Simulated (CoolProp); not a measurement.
Normal hydrogen along the isotherm 25.1 K: fugacity coefficient from the reference equation and from simpler models built on Tc = 33.1 K, pc = 1296 kPa, ω = -0.219; each cubic takes its own stable root.

The numbers come from the reference Helmholtz-energy equation of state, Leachman 2009 in CoolProp.

| p (kPa) | phase | reference |
|---|---|---|
| 2.05 | gas | 0.9990 |
| 3.64 | gas | 0.9982 |
| 6.48 | gas | 0.9967 |
| 11.5 | gas | 0.9942 |
| 20.5 | gas | 0.9896 |
| 36.4 | gas | 0.9816 |
| 64.8 | gas | 0.9672 |
| 115 | gas | 0.9418 |
| 205 | gas | 0.8964 |
| 364 | liquid | 0.7549 |
| 648 | liquid | 0.4423 |

How far does each simpler model (van der Waals, Redlich-Kwong, Soave-Redlich-Kwong, Peng-Robinson) lie from the reference over these 11 states: mean and median of the absolute difference, and the worst?


- van der Waals: mean 2.8 %, median 0.2 %, worst +16.8 % at 25.1 K and 648 kPa
- Redlich-Kwong: mean 5.9 %, median 0.2 %, worst -30.9 % at 25.1 K and 648 kPa
- Soave-Redlich-Kwong: mean 0.2 %, median 0.0 %, worst +1.3 % at 25.1 K and 364 kPa
- Peng-Robinson: mean 0.4 %, median 0.1 %, worst +1.7 % at 25.1 K and 364 kPa

At some of these states van der Waals gives the other phase, because its saturation line lies elsewhere.
